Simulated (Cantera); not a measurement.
Charge: 1 mol Si, 0.65 mol F2, 2.3 mol H2, equilibrated at 598 K and 42.0 Pa.

Cantera equilibrium calculation (NASA polynomials, part measured and part estimated; ideal gas, pure solids and liquids). Candidate condensed phases: Si; 25 gas species. The numbers say what is thermodynamically allowed, not how fast it happens.

**Question.** What is the equilibrium state?

**Answer.** 
```
Property       Result
----------  ---------
x(H2)           0.876
x(SiF4)         0.123
x(SiHF3)      0.00154
x(SiH2F2)     1.41e-5
n(Si(s))    0.674 mol
gas amount  2.624 mol
```
